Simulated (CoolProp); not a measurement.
Vapour-liquid equilibrium of n-octane (1) + n-dodecane (2) at 0.00402 MPa; x and y are mole fractions of (1).

Values from CoolProp's multi-fluid Helmholtz-energy mixture model, Beckmüller 2019 and Lemmon 2004; pair parameters Bell 2016.

### Question
Give the bubble temperature and the first vapour's composition at x = 0.15, 0.45, 0.65. Is there an azeotrope?

### Answer
x = 0.15: 81.3 °C, y = 0.833; x = 0.45: 56.6 °C, y = 0.975; x = 0.65: 48.4 °C, y = 0.991. No azeotrope shows between x = 0.05 and 0.95.

The pair parameters rest on a limited set of measurements; away from them the model extrapolates.
